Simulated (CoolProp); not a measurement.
Vapour-liquid equilibrium of nitrogen (1) + oxygen (2) at 75.4 K; x and y are mole fractions of (1).

The numbers come from the multi-fluid Helmholtz-energy mixture model, Span 2000 and Schmidt 1985; pair parameters Gernert 2013 in CoolProp.

```csv
x,bubble pressure (kPa),y at the bubble point,dew pressure at overall composition x (kPa),liquid density (mol/L)
0.05,19.60,0.247,16.17,37.39
0.15,27.10,0.508,17.75,36.43
0.25,?,0.647,19.66,35.49
0.35,40.25,0.737,22.02,34.57
0.45,46.35,0.803,25.00,33.68
0.55,52.34,0.854,28.87,32.81
0.65,58.33,0.895,34.07,31.95
0.75,64.37,?,41.31,31.11
0.85,70.52,?,51.88,30.29
0.95,76.78,0.988,68.18,?
```

Task: Fill in the missing entries.

Result: 
- 0.25, bubble pressure (kPa): 33.90
- 0.75, y at the bubble point: 0.931
- 0.85, y at the bubble point: 0.961
- 0.95, liquid density (mol/L): 29.49

No azeotrope shows between x = 0.05 and 0.95.

Pair parameters are fitted to limited data, so mixtures are less certain than the pure fluids.
